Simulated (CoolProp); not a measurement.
Vapour-liquid equilibrium of dimethyl carbonate (1) + n-heptane (2) at 1770 kPa; x and y are mole fractions of (1).

The numbers come from the multi-fluid Helmholtz-energy mixture model, Zhou 2011 and Span 2003; pair parameters Bell 2016 in CoolProp.

```
x     bubble temperature, mixture model (K)  bubble temperature, Raoult's law (K)  y, mixture model  y, Raoult's law
----  -------------------------------------  ------------------------------------  ----------------  ---------------
0.05                                  505.2                                 508.7             0.084            0.068
0.15                                  497.3                                 506.2             0.232            0.197
0.25                                  491.6                                 503.9             0.350            0.317
0.35                                  487.6                                 501.6             0.444            0.428
0.45                                  484.9                                 499.5             0.523            0.532
0.55                                  483.3                                 497.4             0.593            0.629
0.65                                  482.6                                 495.5             0.661            0.720
0.75                                  482.7                                 493.6             0.731            0.806
0.85                                  484.0                                 491.8             0.815            0.887
0.95                                  486.8                                 490.0             0.926            0.963
```

The largest gap from Raoult's law is -14.6 K in bubble temperature, at x = 0.45. y crosses x between x = 0.65 and 0.75: the model has an azeotrope there.

Pair parameters are fitted to limited data, so mixtures are less certain than the pure fluids.
